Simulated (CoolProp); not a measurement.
Properties of oxygen along the isobar 14.6 bar (Tc = -118.6 °C, pc = 50.46 bar, ω = 0.022).

Model: reference Helmholtz-energy equation of state, Schmidt 1985, in CoolProp.

| T (°C) | phase | density (kg/m³) | cv (kJ/(kg K)) |
|---|---|---|---|
| -169.45 | liquid | 1074 | 0.8856 |
| -158.75 | liquid | (withheld) | 0.8561 |
| -148.15 | liquid | 940.5 | (withheld) |
| -137.55 | gas | (withheld) | 0.7161 |
| -126.85 | gas | 43.90 | 0.6965 |
| -116.25 | gas | 39.75 | 0.6845 |
| -105.65 | gas | 36.45 | 0.6762 |
| -94.95 | gas | 33.73 | 0.6703 |
| -84.35 | gas | 31.45 | 0.6662 |
| -73.75 | gas | (withheld) | 0.6633 |
| -63.05 | gas | 27.78 | 0.6613 |
| -52.45 | gas | 26.29 | 0.6599 |
| -41.85 | gas | 24.96 | (withheld) |
| -31.15 | gas | 23.75 | 0.6587 |

### Question
Some entries are withheld; supply them.

### Answer

- -158.75, density (kg/m³): 1013
- -148.15, cv (kJ/(kg K)): 0.8348
- -137.55, density (kg/m³): 49.52
- -73.75, density (kg/m³): 29.50
- -41.85, cv (kJ/(kg K)): 0.6591
